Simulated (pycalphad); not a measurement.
Phase fractions of Sn-80.26Si (wt.%)

All values are pycalphad results on the COST 507 light-alloy database (1999) (1 atm), not direct measurements. The data set is of 1999 and partly superseded. Amounts are mole fractions of atoms.

```csv
T (K),LIQUID,DIAMOND_A4
1675,1.000,-
1600,0.096,0.904
1525,[?],[?]
1450,0.062,0.938
1375,0.059,0.941
1300,0.057,0.943
1225,0.056,0.944
1150,0.056,0.944
1075,0.055,0.945
1000,0.055,0.945
925,0.055,0.945
850,0.055,0.945
775,0.055,0.945
700,0.055,0.945
625,0.055,0.945
550,0.055,0.945
```

**Question.** Complete the blanks.

**Answer.** 
- 1525, LIQUID: 0.069
- 1525, DIAMOND_A4: 0.931

DIAMOND_A4 is diamond (Si).
